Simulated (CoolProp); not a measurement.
The fluid at 293.15 K and 0.00555 MPa is compressed adiabatically to 0.0169 MPa with isentropic efficiency 0.8. The same conditions are run with several fluids, on thermodynamics alone (safety and materials aside).

Computed with CoolProp (reference Helmholtz-energy equation of state of each fluid (methanol: de Reuck 1993; n-perfluoropentane: Gao 2022; CH2F2 (R32): Tillner-Roth 1997; R21: Platzer 1990; nitrous oxide: Lemmon 2006)). The equations of Platzer and Polt are older, rougher fits.

Problem. Rank methanol, n-perfluoropentane, CH2F2 (R32), R21, nitrous oxide by work (kJ/kg), highest first.

Solution. methanol (117), nitrous oxide (86.9), CH2F2 (R32) (72.5), R21 (35.5), n-perfluoropentane (12.0)

```tsv
fluid	final temperature (K)	final density (kg/m³)
methanol	372.5	0.175
n-perfluoropentane	308.1	1.92
CH2F2 (R32)	375.4	0.282
R21	351.0	0.598
nitrous oxide	387.9	0.231
```
